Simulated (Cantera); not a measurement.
Mixture: CO : H2 : O2 : N2 = 1 : 1.2 : 0.647 : 2.43 (molar parts), equivalence ratio 1.7, at 1000000 Pa, adiabatic and at constant volume. Ignition delay is the time to a rise of 400 K.

Cantera simulation using GRI-Mech 3.0 (53 species, 325 reactions); the numbers are that mechanism's predictions, not measurements. The hydrogen kinetics of GRI-Mech 3.0 are dated; newer H2 mechanisms differ, most at raised pressure. Below about 950 K walls govern HO2 and H2O2 in real vessels.

Q: Predict: delay at 873 K; delay at 1073 K; delay at 1273 K; delay at 1473 K; delay at 1673 K; apparent activation energy between 1473 and 1673 K.

A: 
- delay at 873 K = 82.4 ms
- delay at 1073 K = 0.536 ms
- delay at 1273 K = 7.28 µs
- delay at 1473 K = 1.87 µs
- delay at 1673 K = 0.998 µs
- apparent activation energy between 1473 and 1673 K = 65 kJ/mol
